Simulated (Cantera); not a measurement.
Cantera run:

```python
import numpy as np
import cantera as ct

gas_names = """
    H HO2 H2 H2O H2O2 O OH O2 O3 Si SiH SiH2 SiH3 SiH4 SiO SiO2 Si2 Si3
""".split()
cond_names = """
    H2O(s) H2O(L) Si(cr) Si(L) SiO2(Lqz) SiO2(hqz) SiO2(L)
""".split()


def load(file, names, dense=False):
    # The tables refer to 1 bar. Condensed volumes are neglected.
    table = {s.name: s for s in ct.Species.list_from_file(file)}
    out = []
    for n in names:
        d = dict(table[n].input_data)
        d["thermo"] = dict(d["thermo"], **{"reference-pressure": 1e5})
        if dense:
            d["equation-of-state"] = {"model": "constant-volume", "density": "1e6 g/cm^3"}
        out.append(ct.Species.from_dict(d))
    return out


gas = ct.Solution(thermo="ideal-gas", species=load("nasa_gas.yaml", gas_names))
cond = {s.name: ct.Solution(thermo="fixed-stoichiometry", species=[s], name=s.name)
        for s in load("nasa_condensed.yaml", cond_names, dense=True)}
atoms = {
    'SiH4': {'Si': 1, 'H': 4},
    'H2O': {'H': 2, 'O': 1},
}
top_T = {}  # K; cautious upper limits of use, not melting points


def equilibrate(T, P, feed):
    n = {}
    for name, mol in feed.items():
        for a, k in atoms[name].items():
            n[a] = n.get(a, 0.0) + k * mol
    gas.TPX = T, P, n
    mass = sum(n.values()) * gas.mean_molecular_weight
    gas.equilibrate("TP")
    valid = [c for c in cond.values() if c.min_temp <= T <= top_T.get(c.name, c.max_temp)]
    mix = ct.Mixture([(gas, mass / gas.mean_molecular_weight)] + [(c, 0.0) for c in valid])
    mix.T, mix.P = T, P
    mix.equilibrate("TP", solver="vcs", rtol=1e-11, max_steps=5000)
    return mix


results = []
feed = {'SiH4': 1, 'H2O': 0.46}  # mol
P = 133.322  # Pa
for T in [623, 773, 923, 1073, 1223, 1373, 1523, 1673, 1823, 1973]:
    mix = equilibrate(T, P, feed)
    results.append((T, P, feed, dict(zip(mix.species_names, mix.species_moles))))

top = {s: max(r[3][s] / sum(r[3][g] for g in gas_names) for r in results) for s in gas_names}
cols = sorted((s for s in top if top[s] > 0.0001), key=lambda s: -top[s])[:7]
seen = [c for c in cond_names if any(r[3].get(c, 0) > 1e-12 for r in results)]
print("log10 of partial pressures in bar; condensed amounts in mol")
print(f"{'T/K':>10s}" + "".join(f"{s[:9]:>10s}" for s in cols + seen))
for T, P, feed, n in results:
    ng = sum(n[g] for g in gas_names)
    print(f"{T:10.4g}" + "".join(f"{np.log10(max(n[s] / ng * P / 1e5, 1e-99)):10.3f}" for s in cols)
          + "".join(f"{n.get(c, 0):10.4g}" for c in seen))
```

Result:

```
log10 of partial pressures in bar; condensed amounts in mol
       T/K        H2       SiO         H        Si       SiH       Si2    Si(cr)     Si(L) SiO2(Lqz) SiO2(hqz)
       623    -2.875   -20.355   -17.066   -29.939   -27.140   -39.511      0.77         0      0.23         0
       773    -2.875   -14.635   -13.480   -22.630   -21.059   -29.968      0.77         0      0.23         0
       923    -2.875   -10.799   -11.049   -17.703   -16.966   -23.541      0.77         0         0      0.23
      1073    -2.875    -8.051    -9.291   -14.161   -14.027   -18.922      0.77         0         0      0.23
      1223    -2.875    -5.988    -7.960   -11.492   -11.817   -15.445    0.7691         0         0    0.2291
      1373    -2.889    -4.386    -6.922    -9.411   -10.101   -12.736    0.7308         0         0    0.1908
      1523    -2.950    -3.678    -6.111    -7.744    -8.753   -10.567      0.54         0         0         0
      1673    -2.951    -3.678    -5.419    -6.379    -7.627    -8.794     0.539         0         0         0
      1823    -2.956    -3.682    -4.841    -5.355    -6.804    -7.544         0    0.5296         0         0
      1973    -2.977    -3.696    -4.358    -4.501    -6.130    -6.514         0    0.4642         0         0
```

Method: chemical equilibrium by Gibbs-energy minimisation in Cantera with the NASA 1993 tables (ideal gas, pure condensed phases). Mutual solubility and eutectic melting of coexisting phases are not modelled. The tables hold silica as quartz up to 1696 K and as liquid above; real silica turns to tridymite and cristobalite and melts near 1996 K. Gases not in the tables: Si2H6 and higher silanes.
